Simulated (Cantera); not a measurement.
Feed: 1 mol CH3F, 0.3 mol F2, at 2898.15 K and 1.00 Torr.

Cantera equilibrium calculation (NASA polynomials, part measured and part estimated; ideal gas, pure solids and liquids). Candidate condensed phases: C, C6H6, C7H8, C8H18; 95 gas species. Kinetics and transport are ignored.

Base state: H 0.418, HF 0.409, C3 0.0759, F 0.0490, H2 0.0178, C 0.0139, C2 0.00756, CF 0.00455 (mole fractions); condensed: C(graphite).

Question: What changes in the equilibrium state with this change: temperature from 2898.15 K to 3200 K?

Answer: 
```tsv
species	before	after
H	0.418	0.504
F	0.0490	0.182
HF	0.409	0.178
C	0.0139	0.0651
H2	0.0178	0.00429
C2	0.00756	0.0151
C3	0.0759	0.0411
C4H2	1.56e-5	1.42e-7
C2H2 (acetylene)	0.000816	3.82e-5
C5	0.00101	0.000110
C2H	0.00283	0.00101
C(graphite), mol	0.0490	0
```

Question: What changes in the equilibrium state with this change: F2 from 0.3 to 1.9 mol?

Answer: 
```json
[
 {"species": "HF", "before": "0.409", "after": "0.480"},
 {"species": "F", "before": "0.0490", "after": "0.364"},
 {"species": "H", "before": "0.418", "after": "0.0659"},
 {"species": "H2", "before": "0.0178", "after": "0.000444"},
 {"species": "CF", "before": "0.00455", "after": "0.0279"},
 {"species": "C3", "before": "0.0759", "after": "0.0427"},
 {"species": "C", "before": "0.0139", "after": "0.0115"},
 {"species": "C4H2", "before": "1.56e-5", "after": "1.80e-7"},
 {"species": "C2H2 (acetylene)", "before": "0.000816", "after": "1.38e-5"},
 {"species": "CF2", "before": "3.25e-5", "after": "0.00148"},
 {"species": "C2H", "before": "0.00283", "after": "0.000304"},
 {"species": "CH", "before": "3.63e-5", "after": "4.73e-6"},
 {"species": "C(graphite), mol", "before": "0.0490", "after": "0"}
]
```
